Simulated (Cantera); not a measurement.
An isothermal, constant-pressure homogeneous reactor starts with 4.76 % C2H6, 95.2 % H2, at 1125 K and 0.000790 bar.

Model: GRI-Mech 3.0 (53 species, 325 reactions), integrated in Cantera. GRI-Mech 3.0 stops at C3 and has no aromatics, soot or wall deposition, so with more carbon than oxygen in the feed, carbon stays in small species such as C2H2 where larger ones or solid carbon would form. Radical loss at walls, strong at low pressure, is not modelled.

x: mole fraction; the columns are a selection and need not sum to one.

| t (s) | x C2H6 | x H2 | x H | x C2H4 | x C2H2 |
|---|---|---|---|---|---|
| 4.00e-5 | 0.0476 | 0.952 | 5.42e-11 | <1e-12 | <1e-12 |
| 0.000119 | 0.0476 | 0.952 | 4.65e-10 | <1e-12 | <1e-12 |
| 0.000357 | 0.0476 | 0.952 | 3.78e-9 | 8.34e-12 | <1e-12 |
| 0.00106 | 0.0476 | 0.952 | 2.64e-8 | 4.66e-10 | <1e-12 |
| 0.00318 | 0.0476 | 0.952 | 1.35e-7 | 2.20e-8 | <1e-12 |
| 0.00949 | 0.0476 | 0.952 | 5.02e-7 | 6.65e-7 | <1e-12 |
| 0.0284 | 0.0476 | 0.952 | 1.61e-6 | 1.15e-5 | 3.68e-11 |
| 0.0847 | 0.0474 | 0.952 | 4.78e-6 | 0.000129 | ___ |
| 0.253 | 0.0462 | 0.952 | 1.33e-5 | 0.00112 | ___ |
| 0.755 | 0.0378 | 0.950 | 3.12e-5 | 0.00712 | ___ |
| 2.25 | 0.0126 | 0.942 | 4.62e-5 | 0.0224 | ___ |
| 6.73 | 0.00109 | 0.939 | 2.02e-5 | 0.0283 | ___ |
| 20.1 | 0.000111 | 0.939 | 6.49e-6 | 0.0278 | ___ |
| 60.0 | 1.64e-5 | 0.939 | 2.38e-6 | 0.0266 | ___ |

Problem. Complete the blanks.

Solution. 
- 0.0847, x C2H2: 3.99e-9
- 0.253, x C2H2: 3.12e-7
- 0.755, x C2H2: 1.66e-5
- 2.25, x C2H2: 0.000355
- 6.73, x C2H2: 0.00158
- 20.1, x C2H2: 0.00284
- 60.0, x C2H2: 0.00409
